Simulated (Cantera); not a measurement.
Charge: 1 mol Cr, 3.4 mol N2, a varied amount of H2, at 1.00 bar.

Method: chemical equilibrium by Gibbs-energy minimisation in Cantera with the NASA 1993 tables (ideal gas, pure condensed phases). Candidate condensed phases: Cr, CrN, Cr2N; 11 gas species. Rates play no part.

Stable condensed phases, one row left out:

```
T in K \ n(H2) in mol
         2.6   4 5.5   7 8.5  10  12  13  14  16  17  19
   2798    A   A   A   A   A   A   A   A   A   A   A   A
   2773    A   A   A   A   A   A   A   A   A   A   A   A
   2748    A   A   A   A   A   A   A   A   A   A   A   A
   2723    A   A   A   A   A   A   A   A   A   A   A   A
   2698    A   A   A   A   A   A   A   A   A   A   A   A
   2673    A   A   A   A   A   A   A   A   A   A   A   A
   2648    A   A   A   A   A   A   A   A   A   A   A   A
   2623    A   A   A   A   A   A   A   A   A   A   A   A
   2598    A   A   A   A   A   A   A   A   A   A   A   A
   2573    B   A   A   A   A   A   A   A   A   A   A   A
   2548    B   B   A   A   A   A   A   A   A   A   A   A
   2498    B   B   B   B   A   A   A   A   A   A   A   A
```

A: gas only; B: Cr.

Task: Give the row for 2523 K.

Result: 2.6: Cr; 4: Cr; 5.5: Cr; 7: gas only; 8.5: gas only; 10: gas only; 12: gas only; 13: gas only; 14: gas only; 16: gas only; 17: gas only; 19: gas only.
